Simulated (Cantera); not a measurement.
Cantera run:

```python
import numpy as np
import cantera as ct

gas_names = """
    C CO CO2 C2 C2O C3 C3O2 C4 C5 Cu CuO Cu2 O O2 O3
""".split()
cond_names = """
    C(gr) Cu(cr) Cu(L) CuO(s) Cu2O(s) Cu2O(L)
""".split()


# ... load() reads the species with a 1 bar reference pressure and builds the phases ...
atoms = {
    'Cu2O': {'Cu': 2, 'O': 1},
    'C': {'C': 1},
    'CO': {'C': 1, 'O': 1},
}
top_T = {'C(gr)': 4500, 'CuO(s)': 1390}  # K; cautious upper limits of use, not melting points


# ... equilibrate(T, P, feed) seeds the gas with the atoms and calls Mixture.equilibrate('TP', solver="vcs", rtol=1e-11, max_steps=5000) ...
results = []
feed = {'Cu2O': 1, 'C': 1.2, 'CO': 1.3}  # mol
T = 1498.15  # K
for P in [10, 42, 180, 750, 3200, 13000, 56000, 240000, 1000000]:
    mix = equilibrate(T, P, feed)
    results.append((T, P, feed, dict(zip(mix.species_names, mix.species_moles))))

top = {s: max(r[3][s] / sum(r[3][g] for g in gas_names) for r in results) for s in gas_names}
cols = sorted((s for s in top if top[s] > 0.0001), key=lambda s: -top[s])[:6]
seen = [c for c in cond_names if any(r[3].get(c, 0) > 1e-12 for r in results)]
print("log10 of partial pressures in bar; condensed amounts in mol")
print(f"{'P/Pa':>10s}" + "".join(f"{s[:9]:>10s}" for s in cols + seen))
for T, P, feed, n in results:
    ng = sum(n[g] for g in gas_names)
    print(f"{P:10.4g}" + "".join(f"{np.log10(max(n[s] / ng * P / 1e5, 1e-99)):10.3f}" for s in cols)
          + "".join(f"{n.get(c, 0):10.4g}" for c in seen))
```

Output:

```
log10 of partial pressures in bar; condensed amounts in mol
      P/Pa        CO        Cu       CO2     C(gr)     Cu(L)
        10    -4.036    -5.098   -11.243       0.2     1.801
        42    -3.385    -5.098    -9.941       0.2     1.955
       180    -2.747    -5.098    -8.664       0.2      1.99
       750    -2.125    -5.098    -7.422       0.2     1.998
      3200    -1.495    -5.098    -6.161       0.2     1.999
   1.3e+04    -0.886    -5.098    -4.943    0.2002         2
   5.6e+04    -0.252    -5.098    -3.675    0.2009         2
   2.4e+05     0.380    -5.098    -2.412    0.2037         2
     1e+06     0.997    -5.098    -1.177    0.2152         2
```

Method: chemical equilibrium by Gibbs-energy minimisation in Cantera with the NASA 1993 tables (ideal gas, pure condensed phases).
